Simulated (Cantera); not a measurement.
Oxide etching and cleaning by halides: MgO + HF + H₂

Charge: 1 mol MgO, 26 mol HF, 5.7 mol H₂, equilibrated at 1575 K and 1900 Pa.

Method: chemical equilibrium by Gibbs-energy minimisation in Cantera with the NASA 1993 tables (ideal gas, pure condensed phases). Candidate condensed phases: H₂O, Mg, MgF₂, MgO, Mg(OH)₂; 31 gas species. Rates play no part.

```yaml
x(HF): 0.773
x(H₂): 0.184
x(H₂O): 0.0322
x(MgF₂): 0.0106
x(H): 0.000129
x(MgF): 1.21e-5
x(Mg₂F₄): 3.94e-6
n(MgF₂(l)): 0.669 mol
gas_amount: 31.03 mol
log10 activity of Mg(l) (absent): -8.49
```
